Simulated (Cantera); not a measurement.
A freely propagating, adiabatic, planar premixed flame of CO : H2 : CH4 : O2 : N2 = 0.76 : 0.17 : 0.66 : 2.24 : 8.43 (molar parts), equivalence ratio 0.80, unburnt at 300 K and 120000 Pa; mixture-averaged transport, grid criteria slope 0.08 and curve 0.16, no radiation.

Detailed kinetics in Cantera: GRI-Mech 3.0 (53 species, 325 reactions). Burning velocities carry a grid error of a few per cent, more on coarse grids.

**Question.** Predict: laminar burning velocity; thermal thickness; peak x(H); peak x(C2H2).

**Answer.** 
| Item | Value |
|---|---|
| laminar burning velocity | 35.7 cm/s |
| thermal thickness | 0.399 mm |
| peak x(H) | 0.00387 |
| peak x(C2H2) | 2.87e-6 |
